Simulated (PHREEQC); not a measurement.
Consider water at 65 °C with 7.6e-05 mol HCl per kg of water. Closed to the air; pH follows from the charge balance.

Computed with PHREEQC (ion-association model, phreeqc.dat).

This is a speciation only: nothing precipitates in the calculation.

**Question.** What pH does the model give?

**Answer.** pH 4.12.

Species that the database lacks are ignored. Constants without temperature data keep their 25 °C values here.
